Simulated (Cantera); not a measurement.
Thermodynamics of silicon etching in halogen gases, feed Si + HCl + N2

Charge: 1 mol Si, 3.9 mol HCl, 15 mol N2, equilibrated at 625 K and 1330 Pa.

Equilibrium computed with Cantera from the NASA thermochemical tables; the gas is ideal and each condensed phase is pure. Candidate condensed phases: NH4Cl, Si, Si3N4; 28 gas species. N2 is the only nitrogen source here; it is nearly inert below about 1500 K, so the nitride shown seldom forms there in practice. Kinetics and transport are ignored.

```
Property                             Result
--------------------------------  ---------
x(N2)                                 0.813
x(HCl)                               0.0982
x(H2)                                0.0589
x(SiCl4)                             0.0295
x(NH3)                              4.73e-6
n(Si3N4(s))                       0.156 mol
gas amount                        18.06 mol
log10 activity of Si(s) (absent)     -13.69
```
